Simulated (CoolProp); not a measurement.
Properties of C3F8 (R218) along the isotherm 267.2 K (Tc = 345.0 K, pc = 2640 kPa, ω = 0.317).

Values from CoolProp's reference Helmholtz-energy equation of state, Lemmon 2006. It is a short technical equation, of lower accuracy than the large ones.

| p (kPa) | phase | density (kg/m³) | viscosity (µPa s) |
|---|---|---|---|
| 2220 | liquid | 1497 | 282 |
| 4440 | liquid | 1513 | 299 |
| 6670 | liquid | 1527 | 315 |
| 8890 | liquid | 1540 | 331 |
| 11100 | liquid | 1552 | 346 |
| 13300 | liquid | 1563 | 362 |
| 15600 | liquid | 1574 | 377 |
| 17800 | liquid | 1583 | 393 |
| 20000 | liquid | 1592 | 408 |

Viscosity comes from a separate model (Huber 2003), an estimate that may be off by 10 % or more.
